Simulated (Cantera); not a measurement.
A Cantera script and its output.

```python
import numpy as np
import cantera as ct

gas = ct.Solution("gri30.yaml")
gas.TPX = 373, 500000, {'CO': 1, 'H2': 0.11, 'CH4': 0.039, 'O2': 0.528, 'N2': 1.53}
flame = ct.FreeFlame(gas, width=0.013)
flame.set_refine_criteria(ratio=3, slope=0.08, curve=0.16)
flame.transport_model = "mixture-averaged"
flame.solve(loglevel=0, auto=True)
z, T = flame.grid, flame.T
thick = (T[-1] - T[0]) / np.gradient(T, z).max()
show = ['CO', 'H2', 'CH4', 'HCO', 'CH2', 'H2O']
print(f"laminar burning velocity  {flame.velocity[0] * 100:.3f} cm/s")
print(f"burnt temperature         {T[-1]:.1f} K")
print(f"thermal thickness         {thick * 1e3:.4f} mm")
print(f"grid points               {len(z)}")
z0 = z[flame.heat_release_rate.argmax()]
print(f"{'z/mm':>9s}{'T/K':>9s}{'u/(m/s)':>9s}" + "".join(f"{s:>11s}" for s in show))
rows = []
for k in (-3, -2, -1.5, -1, -0.5, -0.25, 0, 0.25, 0.5, 1, 2, 4, 8):
    zz = z0 + k * thick
    rows.append([k * thick, np.interp(zz, z, T), np.interp(zz, z, flame.velocity),
                 *(np.interp(zz, z, flame.X[gas.species_index(s)]) for s in show)])
    print(f"{rows[-1][0] * 1e3:9.3f}{rows[-1][1]:9.1f}{rows[-1][2]:9.3f}" + "".join(f"{x:11.3e}" for x in rows[-1][3:]))
```

Output:

```
laminar burning velocity  95.569 cm/s
burnt temperature         2635.8 K
thermal thickness         0.0789 mm
grid points               142
     z/mm      T/K  u/(m/s)         CO         H2        CH4        HCO        CH2        H2O
   -0.237    373.0    0.956  3.118e-01  3.424e-02  1.216e-02  1.989e-20  2.728e-26  4.652e-08
   -0.158    373.0    0.955  3.119e-01  3.395e-02  1.217e-02  2.684e-18  2.741e-22  1.659e-06
   -0.118    373.2    0.955  3.121e-01  3.345e-02  1.217e-02  4.638e-17  2.298e-20  9.335e-06
   -0.079    376.0    0.961  3.126e-01  3.165e-02  1.218e-02  8.574e-15  1.574e-17  1.337e-04
   -0.039    478.7    1.216  3.112e-01  2.477e-02  1.157e-02  7.823e-10  3.168e-11  4.566e-03
   -0.020    880.9    2.216  2.940e-01  1.819e-02  8.438e-03  1.084e-06  2.432e-07  2.041e-02
    0.000   1409.5    3.479  2.557e-01  1.111e-02  2.440e-03  1.240e-05  1.845e-06  4.161e-02
    0.020   1735.1    4.186  2.093e-01  6.273e-03  1.283e-04  5.124e-06  4.705e-07  4.993e-02
    0.039   1917.2    4.540  1.754e-01  5.289e-03  2.743e-06  1.656e-06  2.195e-08  4.908e-02
    0.079   2115.2    4.915  1.459e-01  5.451e-03  1.240e-09  9.147e-07  2.303e-11  4.825e-02
    0.158   2294.0    5.261  1.298e-01  4.976e-03  1.075e-14  4.591e-07  9.749e-15  5.170e-02
    0.316   2442.0    5.541  1.164e-01  4.205e-03  1.556e-15  2.185e-07  7.816e-15  5.546e-02
    0.631   2552.2    5.742  1.047e-01  3.597e-03  1.345e-15  1.136e-07  8.150e-15  5.807e-02
```

Model: GRI-Mech 3.0 (53 species, 325 reactions), integrated in Cantera. Burning velocities carry a grid error of a few per cent, more on coarse grids.
